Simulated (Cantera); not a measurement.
A freely propagating, adiabatic, planar premixed flame of 12.8 % CH₄, 18.3 % O₂, 68.8 % N₂, unburnt at 375 K and 1.00 atm; mixture-averaged transport, grid criteria slope 0.08 and curve 0.16, no radiation.

Detailed kinetics in Cantera: GRI-Mech 3.0 (53 species, 325 reactions). Burning velocities carry a grid error of a few per cent, more on coarse grids.

Problem. Predict: laminar burning velocity; thermal thickness; peak x(OH); peak x(HCN); peak x(O).

Solution. 
```
Property                      Value
------------------------  ---------
laminar burning velocity  23.2 cm/s
thermal thickness          0.802 mm
peak x(OH)                 0.000864
peak x(HCN)                 5.01e-5
peak x(O)                   9.85e-5
```
